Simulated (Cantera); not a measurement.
A Cantera script and what it prints.

```python
import numpy as np
import cantera as ct

gas_names = """
    C CN CO CO2 C2 CCN CNC C2N2 C2O C3 C3O2 C4 C4N2 C5 N NCO NO NO2 NO3 N2 N2O O O2 O3 Si SiC SiC2 SiN
    SiO SiO2 Si2 Si2C Si2N Si3
""".split()
cond_names = """
    C(gr) Si(cr) Si(L) SiC(b) SiO2(Lqz) SiO2(hqz) SiO2(L) Si2N2O(s) Si3N4(a)
""".split()


# ... load() reads the species with a 1 bar reference pressure and builds the phases ...
atoms = {
    'SiO2': {'Si': 1, 'O': 2},
    'C': {'C': 1},
    'N2': {'N': 2},
}
top_T = {'C(gr)': 4500, 'SiC(b)': 3050, 'Si2N2O(s)': 2100, 'Si3N4(a)': 2400}  # K; cautious upper limits of use, not melting points


# ... equilibrate(T, P, feed) seeds the gas with the atoms and calls Mixture.equilibrate('TP', solver="vcs", rtol=1e-11, max_steps=5000) ...
results = []
feed = {'SiO2': 1, 'C': 5.8, 'N2': 15}  # mol
T = 823.15  # K
P = 133.322  # Pa
mix = equilibrate(T, P, feed)
results.append((T, P, feed, dict(zip(mix.species_names, mix.species_moles))))
print(gas.report(threshold=0.0001))
for i in range(1, mix.n_phases):
    print(f"{mix.phase(i).name:16s} {mix.phase_moles(i):12.5e} mol")
```

Result:

```
       temperature   823.15 K
          pressure   133.32 Pa
           density   0.00054571 kg/m^3
  mean mol. weight   28.014 kg/kmol
   phase of matter   gas

                          1 kg             1 kmol
                     ---------------   ---------------
          enthalpy        5.6186e+05         1.574e+07  J
   internal energy        3.1755e+05        8.8959e+06  J
           entropy            9887.4        2.7699e+05  J/K
    Gibbs function       -7.5769e+06       -2.1226e+08  J
 heat capacity c_p            1127.8             31594  J/K
 heat capacity c_v               831             23280  J/K

                      mass frac. Y      mole frac. X     chem. pot. / RT
                     ---------------   ---------------   ---------------
                CO        0.00031024        0.00031028           -55.968
                N2           0.99969           0.99969           -31.006
     [  +32 minor]        9.6112e-09         6.118e-09

C(gr)             5.79534e+00 mol
Si(cr)            0.00000e+00 mol
SiC(b)            0.00000e+00 mol
SiO2(Lqz)         9.96896e-01 mol
Si2N2O(s)         1.55180e-03 mol
Si3N4(a)          0.00000e+00 mol
```

These are equilibrium values from Cantera (NASA tables, ideal gas, pure condensed phases), not measurements of a reactor. N2 is the only nitrogen source here; it is nearly inert below about 1500 K, so the nitride shown seldom forms there in practice.
